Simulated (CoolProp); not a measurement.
The numbers come from the reference Helmholtz-energy equation of state, Thol 2016 in CoolProp.

For hexamethyldisiloxane (MM), give the phase and the density (kg/m³), Joule-Thomson coefficient (K/MPa) at 323.55 °C and 984 kPa.


- 323.55 °C and 984 kPa: gas; density 36.4, Joule-Thomson coefficient 6.68
